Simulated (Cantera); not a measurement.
A Cantera script and what it prints.

```python
import numpy as np
import cantera as ct

gas_names = """
    H HNO HNO2 HNO3 HO2 H2 H2O H2O2 N NH NH2 NH3 NH2OH NO NO2 NO3 N2 N2H2 N2H4 N2O O OH O2 O3 Zr ZrN ZrO
    ZrO2
""".split()
cond_names = """
    H2O(s) H2O(L) Zr(a) Zr(b) Zr(L) ZrN(s) ZrN(L) ZrO2(a) ZrO2(b) ZrO2(L)
""".split()


# ... load() reads the species with a 1 bar reference pressure and builds the phases ...
atoms = {
    'ZrO2': {'Zr': 1, 'O': 2},
    'H2': {'H': 2},
    'N2': {'N': 2},
}
top_T = {}  # K; cautious upper limits of use, not melting points


# ... equilibrate(T, P, feed) seeds the gas with the atoms and calls Mixture.equilibrate('TP', solver="vcs", rtol=1e-11, max_steps=5000) ...
results = []
feed = {'ZrO2': 1, 'H2': 180, 'N2': 10}  # mol
P = 770  # Pa
for T in [1473, 1523, 1573, 1623, 1673, 1723, 1773, 1823, 1873, 1923, 1973, 2023]:
    mix = equilibrate(T, P, feed)
    results.append((T, P, feed, dict(zip(mix.species_names, mix.species_moles))))
    x = sorted(zip(gas.X, gas.species_names), reverse=True)
    print(f"T = {T:g} K  P = {P:g} Pa  gas = {mix.phase_moles(0):.4g} mol")
    print("   x: " + "  ".join(f"{s} {v:.3e}" for v, s in x if v > 1e-06))
    print("   condensed (mol): " + ("  ".join(f"{mix.phase(i).name} {mix.phase_moles(i):.4g}"
          for i in range(1, mix.n_phases) if mix.phase_moles(i) > 1e-12) or "none"))
```

Result:

```
T = 1473 K  P = 770 Pa  gas = 190 mol
   x: H2 9.472e-01  N2 5.263e-02  H 1.403e-04  H2O 3.198e-06
   condensed (mol): ZrN(s) 0.0003038  ZrO2(a) 0.9997
T = 1523 K  P = 770 Pa  gas = 190 mol
   x: H2 9.471e-01  N2 5.262e-02  H 2.563e-04  H2O 4.302e-06
   condensed (mol): ZrN(s) 0.0004088  ZrO2(b) 0.9996
T = 1573 K  P = 770 Pa  gas = 190 mol
   x: H2 9.469e-01  N2 5.262e-02  H 4.509e-04  H2O 5.673e-06
   condensed (mol): ZrN(s) 0.0005391  ZrO2(b) 0.9995
T = 1623 K  P = 770 Pa  gas = 190.1 mol
   x: H2 9.466e-01  N2 5.261e-02  H 7.664e-04  H2O 7.352e-06
   condensed (mol): ZrN(s) 0.0006987  ZrO2(b) 0.9993
T = 1673 K  P = 770 Pa  gas = 190.1 mol
   x: H2 9.461e-01  N2 5.260e-02  H 1.262e-03  H2O 9.377e-06
   condensed (mol): ZrN(s) 0.0008914  ZrO2(b) 0.9991
T = 1723 K  P = 770 Pa  gas = 190.2 mol
   x: H2 9.454e-01  N2 5.258e-02  H 2.021e-03  H2O 1.179e-05
   condensed (mol): ZrN(s) 0.001121  ZrO2(b) 0.9989
T = 1773 K  P = 770 Pa  gas = 190.3 mol
   x: H2 9.443e-01  N2 5.255e-02  H 3.150e-03  H2O 1.462e-05
   condensed (mol): ZrN(s) 0.001391  ZrO2(b) 0.9986
T = 1823 K  P = 770 Pa  gas = 190.5 mol
   x: H2 9.427e-01  N2 5.250e-02  H 4.794e-03  H2O 1.790e-05
   condensed (mol): ZrN(s) 0.001705  ZrO2(b) 0.9983
T = 1873 K  P = 770 Pa  gas = 190.7 mol
   x: H2 9.404e-01  N2 5.244e-02  H 7.133e-03  H2O 2.167e-05
   condensed (mol): ZrN(s) 0.002067  ZrO2(b) 0.9979
T = 1923 K  P = 770 Pa  gas = 191 mol
   x: H2 9.372e-01  N2 5.235e-02  H 1.039e-02  H2O 2.594e-05
   condensed (mol): ZrN(s) 0.002477  ZrO2(b) 0.9975
T = 1973 K  P = 770 Pa  gas = 191.4 mol
   x: H2 9.329e-01  N2 5.223e-02  H 1.485e-02  H2O 3.073e-05
   condensed (mol): ZrN(s) 0.002936  ZrO2(b) 0.997
T = 2023 K  P = 770 Pa  gas = 192 mol
   x: H2 9.271e-01  N2 5.207e-02  H 2.084e-02  H2O 3.602e-05
   condensed (mol): ZrN(s) 0.003433  ZrO2(b) 0.9965
```

Cantera equilibrium calculation (NASA polynomials, part measured and part estimated; ideal gas, pure solids and liquids). Mutual solubility and eutectic melting of coexisting phases are not modelled. ZrN: taken at fixed stoichiometry. Condensed phases not in the tables: solid solutions among these carbides, nitrides and lower oxides.
